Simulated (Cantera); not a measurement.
Feed: 1 mol FeS2, 29 mol H2, 1.7 mol N2, equilibrated at 15.0 mbar.

These are equilibrium values from Cantera (NASA tables, ideal gas, pure condensed phases), not measurements of a reactor. Candidate condensed phases: Fe, FeS, FeS2, S; 16 gas species. FeS: taken at fixed stoichiometry. Equilibrium is a limit: real reactors are often held back by kinetics, nucleation or transport. All values below are at 925 K.

Base state: H2 0.912, N2 0.0554, H2S 0.0326 (mole fractions); condensed: FeS(s).

Q: What changes in the equilibrium state with this change: FeS2 replaced by V2O5?

A: 
```
species       before   after
------------  ------  ------
H2             0.912   0.879
H2O                0  0.0651
N2            0.0554  0.0554
H2S           0.0326       0
FeS(s), mol     1.00       0
V2O3(s), mol       0    1.00
```
Condensed phases not in the tables: the oxides between V2O3 and V2O5 other than VO2. Further candidate phases: H2O, V, VN, VO, V2O3, V2O4, V2O5.
